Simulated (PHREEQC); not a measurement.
A solution holds 2.7 mmol/kgw HF, 5.4 mmol/kgw NaF and 7.5 mmol/kgw (NH4)2SiF6, at 25 °C. Closed to the air; pH follows from the charge balance.

The numbers come from PHREEQC with the ion-association model, wateq4f.dat.

Precipitation was switched off in this run.

### Question
Order these F species by the share of F that they hold, largest first: HF, HF2-, F-, SiF6-2.

### Answer
SiF6-2 (85 %), F- (11 %), HF (4.4 %), HF2- (0.19 %)

The pH is 3.49 and the ionic strength 0.0282 mol/kgw. SiF6-2 is the database's only silicon fluoride.
